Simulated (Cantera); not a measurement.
Ignition delay

Mixture: CH3OH : O2 : N2 : CO2 = 1 : 1.88 : 7.05 : 2.3 (molar parts), at 10.0 bar, adiabatic and at constant volume. Ignition delay is the time to a rise of 400 K.

Computed with Cantera and GRI-Mech 3.0 (53 species, 325 reactions). GRI-Mech 3.0 was tuned for natural gas; its chemistry of methanol as a main component is partial and can be far from experiment.

| T0 (K) | delay (ms) |
|---|---|
| 1200 | 1.59 |
| 1250 | 0.708 |
| 1300 | 0.339 |
| 1350 | 0.173 |
| 1400 | 0.0942 |
| 1450 | 0.0541 |
| 1500 | 0.0327 |
| 1550 | 0.0207 |
| 1600 | 0.0136 |

| Item | Value |
|---|---|
| apparent activation energy between 1500 and 1600 K | 180 kJ/mol |
